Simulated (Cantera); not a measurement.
## Thermodynamics of nitride etching, feed Si3N4 + O2 + N2

A closed system holds: 1 mol Si3N4, 0.95 mol O2, 48 mol N2, at 24.0 Pa.

Method: chemical equilibrium by Gibbs-energy minimisation in Cantera with the NASA 1993 tables (ideal gas, pure condensed phases). Candidate condensed phases: Si, SiO2, Si2N2O, Si3N4; 16 gas species. Mutual solubility and eutectic melting of coexisting phases are not modelled. The tables' values for SiN are old estimates; treat these amounts as uncertain. The tables hold silica as quartz up to 1696 K and as liquid above; real silica turns to tridymite and cristobalite and melts near 1996 K. Equilibrium is a limit: real reactors are often held back by kinetics, nucleation or transport.

```tsv
T (°C)	x N2	x SiO	x Si	x Si2N	x SiN	x Si2	x Si3	n SiO2(α-quartz)	n Si2N2O(s)	n SiO2(β-quartz)	n Si3N4(s)	n Si(l)
552	1.00	<1e-12	<1e-12	<1e-12	<1e-12	<1e-12	<1e-12	0.267	1.37	0	0	0
702	1.00	4.71e-11	<1e-12	<1e-12	<1e-12	<1e-12	<1e-12	0	1.37	0.267	0	0
852	1.00	2.05e-7	<1e-12	<1e-12	<1e-12	<1e-12	<1e-12	0	1.37	0.267	0	0
1002	1.000	0.000120	4.00e-12	<1e-12	<1e-12	<1e-12	<1e-12	0	1.36	0.265	0	0
1152	0.984	0.0161	9.32e-9	<1e-12	2.58e-10	<1e-12	<1e-12	0	1.10	0	0	0
1302	0.981	0.0191	0.000210	4.36e-6	3.05e-6	3.90e-7	7.16e-8	0	0.946	0	0.0478	0
1452	0.959	0.0365	0.00423	6.28e-5	3.58e-5	2.02e-5	5.01e-6	0	0	0	0	0.868
```
x: gas mole fraction; n: condensed amount in mol.

At 552 °C the condensed part is SiO2(α-quartz) + Si2N2O(s). From 702 °C to 1002 °C the condensed part is SiO2(β-quartz) + Si2N2O(s). At 1152 °C the condensed part is Si2N2O(s). At 1302 °C the condensed part is Si2N2O(s) + Si3N4(s). At 1452 °C the condensed part is Si(l).
